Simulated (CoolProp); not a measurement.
Sulfur hexafluoride along the isobar 3.91 MPa: Z from the reference equation and from simpler models built on Tc = 318.7 K, pc = 3.755 MPa, ω = 0.210; each cubic takes its own stable root.

Model: reference Helmholtz-energy equation of state, Guder 2009, in CoolProp.

```json
[
 {"T (K)": "273.9", "phase": "liquid", "reference": "0.1577", "Redlich-Kwong": "0.1751", "Soave-Redlich-Kwong": "0.1693", "Peng-Robinson": "0.1498"},
 {"T (K)": "308.8", "phase": "liquid", "reference": "0.1750", "Redlich-Kwong": "0.2090", "Soave-Redlich-Kwong": "0.2038", "Peng-Robinson": "0.1822"},
 {"T (K)": "343.8", "phase": "supercritical", "reference": "0.6594", "Redlich-Kwong": "0.6423", "Soave-Redlich-Kwong": "0.6634", "Peng-Robinson": "0.6343"},
 {"T (K)": "378.8", "phase": "supercritical", "reference": "0.7892", "Redlich-Kwong": "0.7669", "Soave-Redlich-Kwong": "0.7940", "Peng-Robinson": "0.7669"},
 {"T (K)": "413.7", "phase": "supercritical", "reference": "0.8578", "Redlich-Kwong": "0.8343", "Soave-Redlich-Kwong": "0.8642", "Peng-Robinson": "0.8395"},
 {"T (K)": "448.7", "phase": "supercritical", "reference": "0.9014", "Redlich-Kwong": "0.8778", "Soave-Redlich-Kwong": "0.9090", "Peng-Robinson": "0.8864"},
 {"T (K)": "483.7", "phase": "supercritical", "reference": "0.9310", "Redlich-Kwong": "0.9079", "Soave-Redlich-Kwong": "0.9394", "Peng-Robinson": "0.9188"},
 {"T (K)": "518.6", "phase": "supercritical", "reference": "0.9521", "Redlich-Kwong": "0.9296", "Soave-Redlich-Kwong": "0.9609", "Peng-Robinson": "0.9420"},
 {"T (K)": "553.6", "phase": "supercritical", "reference": "0.9676", "Redlich-Kwong": "0.9459", "Soave-Redlich-Kwong": "0.9766", "Peng-Robinson": "0.9593"},
 {"T (K)": "588.6", "phase": "supercritical", "reference": "0.9793", "Redlich-Kwong": "0.9584", "Soave-Redlich-Kwong": "0.9882", "Peng-Robinson": "0.9723"}
]
```
